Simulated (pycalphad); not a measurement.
All values are pycalphad results on the COST 507 light-alloy database (1999) (1 atm), not direct measurements. The database dates from 1999; later assessments differ in places, in temperatures and in the compounds included. Amounts are mole fractions of atoms.

### Question
Give the equilibrium state of Al-8.892Si-0.2135C (wt.%) at 1130 K.

### Answer
```
T = 1130.00 K, P = 101325 Pa, N = 1 mol of atoms
G = -53555 J/mol, H = 36598 J/mol, S = 79.78 J/(mol K)  (SER reference)
chemical potentials (J/mol): Al -53416, Si -54115, C -69860
phase             fraction      x(Al)      x(Si)       x(C)
LIQUID              0.9890     0.9142     0.0858   1.31e-07
AL8SIC7             0.0110     0.5000     0.0625     0.4375
```

### Question
Give the equilibrium state of Al-8.892Si-0.2135C (wt.%) at 650 K.

### Answer
fcc, fraction 0.906, with 0.19 Si, <0.01 C wt.%; diamond (Si), fraction 0.083, with >99.99 Si, <0.01 C wt.%; AL8SIC7, fraction 0.011, with 8.6 Si, 25.6 C wt.%.

Database names, with the compositions (at.%) that they take in these runs: AL8SIC7: Al 50 C 44 Si 6.
